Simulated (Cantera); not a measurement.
**Premixed flame**

A freely propagating, adiabatic, planar premixed flame of H2 : O2 : N2 = 1 : 0.278 : 1.04 (molar parts), unburnt at 600 K and 1.00 bar; mixture-averaged transport, grid criteria slope 0.08 and curve 0.16, no radiation.

Cantera simulation using the H2/O2 subset of GRI-Mech 3.0, which has no nitrogen chemistry; the numbers are that mechanism's predictions, not measurements. Burning velocities carry a grid error of a few per cent, more on coarse grids.

```csv
z (mm),T (K),u (m/s),x H2,x O2,x HO2,x OH,x H,x H2O2
-1.35,600,9.15,0.431,0.120,<1e-8,<1e-8,<1e-8,<1e-8
-0.902,600,9.15,0.431,0.120,<1e-8,<1e-8,<1e-8,<1e-8
-0.676,600,9.15,0.431,0.120,<1e-8,<1e-8,<1e-8,<1e-8
-0.451,600,9.15,0.431,0.120,8.34e-7,<1e-8,9.55e-8,<1e-8
-0.225,621,9.43,0.428,0.120,0.000238,7.93e-5,0.000355,3.11e-6
-0.113,834,12.4,0.395,0.114,0.000160,0.000682,0.00987,8.51e-6
0,1252,18.1,0.283,0.0721,6.62e-5,0.00288,0.0566,2.32e-6
0.113,1535,22.0,0.188,0.0177,1.59e-5,0.00572,0.0939,1.32e-6
0.225,1657,23.5,0.169,0.00437,3.77e-6,0.00663,0.0952,8.51e-7
0.451,1779,25.1,0.173,0.00179,1.49e-6,0.00734,0.0825,5.27e-7
0.902,1909,26.6,0.182,0.00123,9.76e-7,0.00754,0.0658,2.92e-7
1.80,2035,28.1,0.191,0.000761,6.08e-7,0.00700,0.0493,1.55e-7
3.61,2147,29.4,0.198,0.000405,3.47e-7,0.00582,0.0347,8.21e-8
```
x: mole fraction of selected species; z is measured from the peak of heat release.

The laminar burning velocity comes out as 915 cm/s, the thermal thickness comes out as 0.451 mm and the peak x(HO2) is 0.000262. The peak x(OH) is 0.00755, the peak x(H) is 0.0969 and the peak x(H2O2) is 9.28e-6.
